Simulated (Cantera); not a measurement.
Input (Python, Cantera):

```python
import numpy as np
import cantera as ct

gas = ct.Solution("gri30.yaml")
gas.TPX = 1875, 2666, {'CH4': 1, 'N2': 1.2}
inlet = ct.Reservoir(gas, clone=True)

reactor = ct.IdealGasConstPressureReactor(gas, energy="off", clone=False)
exhaust = ct.Reservoir(gas, clone=True)
tau = [0.88, 0.37, 0.16, 0.066, 0.028, 0.012, 0.005][0]
for a, b in ((inlet, reactor), (reactor, exhaust)):
    ct.MassFlowController(a, b, mdot=lambda t: reactor.mass / tau)
net = ct.ReactorNet([reactor])
show = ['CH4', 'H', 'CH2', 'C2H2', 'C2H']

rows = []
print(f"{'tau/s':>10s}{'T/K':>9s}" + "".join(f"{s:>11s}" for s in show))
for tau in [0.88, 0.37, 0.16, 0.066, 0.028, 0.012, 0.005]:
    net.initial_time = 0.0
    net.advance(30 * tau)
    before = gas.X
    net.advance(40 * tau)
    drift = np.max(np.abs(gas.X - before) / (gas.X + 1e-9))
    rows.append([gas.T, *gas[show].X, drift])
    print(f"{tau:10.3e}{gas.T:9.1f}" + "".join(f"{x:11.3e}" for x in gas[show].X))
```

Result:

```
     tau/s      T/K        CH4          H        CH2       C2H2        C2H
 8.800e-01   1875.0  1.687e-02  1.596e-03  4.190e-06  1.497e-01  6.306e-06
 3.700e-01   1875.0  2.949e-02  1.361e-03  5.220e-06  1.449e-01  5.369e-06
 1.600e-01   1875.0  4.931e-02  1.161e-03  6.365e-06  1.374e-01  4.563e-06
 6.600e-02   1875.0  8.195e-02  9.648e-04  7.736e-06  1.247e-01  3.761e-06
 2.800e-02   1875.0  1.291e-01  7.723e-04  9.159e-06  1.058e-01  2.952e-06
 1.200e-02   1875.0  1.953e-01  5.603e-04  1.034e-05  7.865e-02  2.037e-06
 5.000e-03   1875.0  2.902e-01  3.063e-04  1.013e-05  4.075e-02  9.567e-07
```

Computed with Cantera and GRI-Mech 3.0 (53 species, 325 reactions). GRI-Mech 3.0 stops at C3 and has no aromatics, soot or wall deposition, so with more carbon than oxygen in the feed, carbon stays in small species such as C2H2 where larger ones or solid carbon would form. Radical loss at walls, strong at low pressure, is not modelled.
